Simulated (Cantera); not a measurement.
Charge: 1 mol Cu₂O, 5 mol CO, 0.62 mol H₂, equilibrated at 1 atm.

Method: chemical equilibrium by Gibbs-energy minimisation in Cantera with the NASA 1993 tables (ideal gas, pure condensed phases). Candidate condensed phases: C, C₆H₆, C₇H₈, C₈H₁₈, Cu, CuO, Cu(OH)₂, Cu₂O, H₂O; 113 gas species. Rates play no part.

Problem. Which condensed phases are stable at each of these points (T (°C)): 875, 975, 1075, 1175, 1275, 1375, 1475, 1575, 1675, 1775, 1875?

Solution. 
```csv
T (°C),condensed phases,Cu condensed (%)
875,Cu(s),100.0
975,Cu(s),100.0
1075,Cu(s),100.0
1175,Cu(l),100.0
1275,Cu(l),100.0
1375,Cu(l),100.0
1475,Cu(l),99.9
1575,Cu(l),99.7
1675,Cu(l),99.3
1775,Cu(l),98.1
1875,Cu(l),95.6
```

From 875 °C to 1075 °C the condensed part is Cu(s). From 1175 °C to 1875 °C the condensed part is Cu(l).
